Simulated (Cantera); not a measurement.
# Thermodynamics of aluminium nitride and oxide growth, feed Al + N2O + N2

Input: 1 mol Al, a varied amount of N2O, 120 mol N2, at 1625 K and 6100 Pa.

Method: chemical equilibrium by Gibbs-energy minimisation in Cantera with the NASA 1993 tables (ideal gas, pure condensed phases). Candidate condensed phases: Al, AlN, Al2O3; 16 gas species. Kinetics and transport are ignored.

| n(N2O) (mol) | x N2 | x O2 | x NO | x O | x NO2 | x N2O | n Al2O3(s) |
|---|---|---|---|---|---|---|---|
| 2 | 0.998 | 0.00193 | 0.000232 | 3.46e-6 | 2.08e-8 | 3.83e-9 | 0.500 |
| 2.4 | 0.996 | 0.00350 | 0.000313 | 4.67e-6 | 3.77e-8 | 5.16e-9 | 0.500 |
| 2.9 | 0.994 | 0.00547 | 0.000390 | 5.83e-6 | 5.88e-8 | 6.43e-9 | 0.500 |
| 3.6 | 0.991 | 0.00818 | 0.000476 | 7.13e-6 | 8.79e-8 | 7.84e-9 | 0.500 |
| 4.4 | 0.988 | 0.0112 | 0.000557 | 8.36e-6 | 1.21e-7 | 9.16e-9 | 0.500 |
| 5.4 | 0.984 | 0.0150 | 0.000642 | 9.65e-6 | 1.60e-7 | 1.05e-8 | 0.500 |
| 6.6 | 0.980 | 0.0194 | 0.000729 | 1.10e-5 | 2.07e-7 | 1.19e-8 | 0.500 |
| 8.1 | 0.974 | 0.0247 | 0.000821 | 1.24e-5 | 2.63e-7 | 1.34e-8 | 0.500 |
| 9.9 | 0.968 | 0.0309 | 0.000914 | 1.38e-5 | 3.28e-7 | 1.49e-8 | 0.500 |
| 12 | 0.961 | 0.0377 | 0.00101 | 1.53e-5 | 3.99e-7 | 1.63e-8 | 0.500 |
| 15 | 0.952 | 0.0471 | 0.00112 | 1.71e-5 | 4.95e-7 | 1.81e-8 | 0.500 |
| 18 | 0.943 | 0.0558 | 0.00121 | 1.86e-5 | 5.85e-7 | 1.95e-8 | 0.500 |
| 22 | 0.932 | 0.0667 | 0.00132 | 2.03e-5 | 6.94e-7 | 2.10e-8 | 0.500 |
x: gas mole fraction; n: condensed amount in mol.

From 2 mol N2O to 22 mol N2O the condensed part is Al2O3(s).
